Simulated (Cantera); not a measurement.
Charge: 1 mol Ta2O5, 650 mol H2, 0.4 mol H2O, equilibrated at 1073.15 K and 6.08 Torr.

Cantera equilibrium calculation (NASA polynomials, part measured and part estimated; ideal gas, pure solids and liquids). Candidate condensed phases: H2O, Ta, Ta2O5; 12 gas species. The numbers say what is thermodynamically allowed, not how fast it happens.

Task: What is the equilibrium state?

Result: 
```
Item                                  Value
--------------------------------  ---------
x(H2)                                 0.999
x(H2O)                             0.000615
n(Ta2O5(s))                        1.00 mol
gas amount                        650.4 mol
log10 activity of Ta(s) (absent)      -7.36
```
